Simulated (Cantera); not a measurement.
What does this Cantera script print?

```python
import numpy as np
import cantera as ct

gas_names = """
    C CH CH2 CH3 CH2OH CH3O CH4 CH3OH CO CO2 COOH C2 C2H CHCO,ketyl C2H2,acetylene C2H2,vinylidene
    CH2CO,ketene C2H3,vinyl CH3CO,acetyl C2H4 C2H4O,ethylen CH3CHO,ethanal CH3COOH (HCOOH)2 C2H5 C2H6
    CH3OCH3 C2H5OH C2O C3 C3H3,propargyl C3H4,allene C3H4,propyne C3H4,cyclo- C3H5,allyl C3H6,propylene
    C3H6,cyclo- C3H6O C3H7,n-propyl C3H7,i-propyl C3H8 C3H8O,1propanol C3H8O,2propanol C3O2 C4 C4H2
    C4H4,1,3-cyclo- C4H6,butadiene C4H6,2-butyne C4H6,cyclo- C4H8,1-butene C4H8,cis2-buten
    C4H8,tr2-butene C4H8,isobutene C4H8,cyclo- (CH3COOH)2 C4H9,n-butyl C4H9,i-butyl C4H9,s-butyl
    C4H9,t-butyl C4H10,isobutane C4H10,n-butane C5 C5H6,1,3cyclo- C5H8,cyclo- C5H10,1-pentene
    C5H10,cyclo- C5H11,pentyl C5H11,t-pentyl C5H12,n-pentane C5H12,i-pentane CH3C(CH3)2CH3 C6H2
    C6H5,phenyl C6H5O,phenoxy C6H6 C6H5OH,phenol C6H10,cyclo- C6H12,1-hexene C6H12,cyclo- C6H13,n-hexyl
    C7H7,benzyl C7H8 C7H8O,cresol C7H14,1-heptene C7H15,n-heptyl C7H16,n-heptane C8H8,styrene
    C8H10,ethylbenz C8H16,1-octene C8H17,n-octyl C8H18,isooctane C8H18,n-octane C9H19,n-nonyl
    C10H8,naphthale C10H21,n-decyl C12H9,o-bipheny C12H10,bipheny H HCO HO2 H2 HCHO,formaldehy HCOOH H2O
    H2O2 O OH O2 O3 Ta TaO TaO2
""".split()
cond_names = """
    C(gr) C6H6(L) C7H8(L) C8H18(L),n-octa H2O(s) H2O(L) Ta(cr) Ta(L) TaC(s) TaC(L) Ta2O5(s) Ta2O5(L)
""".split()


def load(file, names, dense=False):
    # The tables refer to 1 bar. Condensed volumes are neglected.
    table = {s.name: s for s in ct.Species.list_from_file(file)}
    out = []
    for n in names:
        d = dict(table[n].input_data)
        d["thermo"] = dict(d["thermo"], **{"reference-pressure": 1e5})
        if dense:
            d["equation-of-state"] = {"model": "constant-volume", "density": "1e6 g/cm^3"}
        out.append(ct.Species.from_dict(d))
    return out


gas = ct.Solution(thermo="ideal-gas", species=load("nasa_gas.yaml", gas_names))
cond = {s.name: ct.Solution(thermo="fixed-stoichiometry", species=[s], name=s.name)
        for s in load("nasa_condensed.yaml", cond_names, dense=True)}
atoms = {
    'Ta(OEt)5': {'Ta': 1, 'C': 10, 'H': 25, 'O': 5},
    'H2O': {'H': 2, 'O': 1},
    'H2': {'H': 2},
    'O2': {'O': 2},
}
top_T = {'C(gr)': 4500}  # K; cautious upper limits of use, not melting points


def equilibrate(T, P, feed):
    n = {}
    for name, mol in feed.items():
        for a, k in atoms[name].items():
            n[a] = n.get(a, 0.0) + k * mol
    gas.TPX = T, P, n
    mass = sum(n.values()) * gas.mean_molecular_weight
    gas.equilibrate("TP")
    valid = [c for c in cond.values() if c.min_temp <= T <= top_T.get(c.name, c.max_temp)]
    mix = ct.Mixture([(gas, mass / gas.mean_molecular_weight)] + [(c, 0.0) for c in valid])
    mix.T, mix.P = T, P
    mix.equilibrate("TP", solver="vcs", rtol=1e-11, max_steps=5000)
    return mix


results = []
feed = {'Ta(OEt)5': 1, 'H2O': 0.087, 'H2': 6.5, 'O2': 0.55}  # mol
P = 1800  # Pa
for T in [1350, 1550, 1750, 1950, 2150, 2350, 2550]:
    mix = equilibrate(T, P, feed)
    results.append((T, P, feed, dict(zip(mix.species_names, mix.species_moles))))
    x = sorted(zip(gas.X, gas.species_names), reverse=True)
    print(f"T = {T:g} K  P = {P:g} Pa  gas = {mix.phase_moles(0):.4g} mol")
    print("   x: " + "  ".join(f"{s} {v:.3e}" for v, s in x if v > 0.0001))
    print("   condensed (mol): " + ("  ".join(f"{mix.phase(i).name} {mix.phase_moles(i):.4g}"
          for i in range(1, mix.n_phases) if mix.phase_moles(i) > 1e-12) or "none"))
```

Result:

```
T = 1350 K  P = 1800 Pa  gas = 25.27 mol
   x: H2 7.551e-01  CO 2.448e-01
   condensed (mol): C(gr) 2.812  TaC(s) 1
T = 1550 K  P = 1800 Pa  gas = 25.28 mol
   x: H2 7.550e-01  CO 2.448e-01  H 2.040e-04
   condensed (mol): C(gr) 2.812  TaC(s) 1
T = 1750 K  P = 1800 Pa  gas = 25.29 mol
   x: H2 7.538e-01  CO 2.446e-01  H 1.505e-03
   condensed (mol): C(gr) 2.808  TaC(s) 1
T = 1950 K  P = 1800 Pa  gas = 25.37 mol
   x: H2 7.483e-01  CO 2.439e-01  H 7.391e-03  C2H2,acetylene 4.090e-04
   condensed (mol): C(gr) 2.792  TaC(s) 1
T = 2150 K  P = 1800 Pa  gas = 25.62 mol
   x: H2 7.302e-01  CO 2.415e-01  H 2.686e-02  C2H2,acetylene 1.414e-03
   condensed (mol): C(gr) 2.74  TaC(s) 1
T = 2350 K  P = 1800 Pa  gas = 26.28 mol
   x: H2 6.839e-01  CO 2.354e-01  H 7.688e-02  C2H2,acetylene 3.773e-03
   condensed (mol): C(gr) 2.612  TaC(s) 1
T = 2550 K  P = 1800 Pa  gas = 27.76 mol
   x: H2 5.903e-01  CO 2.229e-01  H 1.786e-01  C2H2,acetylene 7.850e-03  C2H 1.893e-04
   condensed (mol): C(gr) 2.355  TaC(s) 1
```

Cantera equilibrium calculation (NASA polynomials, part measured and part estimated; ideal gas, pure solids and liquids). The feed counts by its element totals alone. TaC: taken at fixed stoichiometry. Condensed phases not in the tables: Ta2C.
